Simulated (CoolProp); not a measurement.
Computed with CoolProp (reference Helmholtz-energy equation of state, Lemmon 2006). It is a short technical equation, of lower accuracy than the large ones.

Problem. For toluene, give the phase and the cv (kJ/(kg K)), speed of sound (m/s), Joule-Thomson coefficient (K/MPa), expansivity (1/kK) at 369.8 K and 5290 kPa; 384.2 K and 5290 kPa.

Solution. 
- 369.8 K and 5290 kPa: liquid; cv 1.49, speed of sound 1050, Joule-Thomson coefficient -0.358, expansivity 1.20
- 384.2 K and 5290 kPa: liquid; cv 1.53, speed of sound 998, Joule-Thomson coefficient -0.333, expansivity 1.25
